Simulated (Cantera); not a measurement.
Input: 1 mol Ta2O5, 0.44 mol CH4, a varied amount of H2, held at 17.0 mbar.

Method: chemical equilibrium by Gibbs-energy minimisation in Cantera with the NASA 1993 tables (ideal gas, pure condensed phases). Candidate condensed phases: C, C6H6, C7H8, C8H18, H2O, Ta, TaC, Ta2O5; 113 gas species. Mutual solubility and eutectic melting of coexisting phases are not modelled. Condensed phases not in the tables: Ta2C, N, O or C dissolved in the metal. Kinetics and transport are ignored.

### Question
What condenses at these points (T in K, n(H2) in mol): (2450, 1.7); (2550, 8.3); (2250, 1.3); (2300, 4.5); (2500, 0.68)?

### Answer
```csv
T (K),n(H2) in mol,condensed phases,Ta condensed (%)
2450,1.7,Ta + Ta2O5,95.6
2550,8.3,Ta2O5,61.8
2250,1.3,Ta + Ta2O5,99.6
2300,4.5,Ta + Ta2O5,98.5
2500,0.68,Ta + Ta2O5,95.0
```
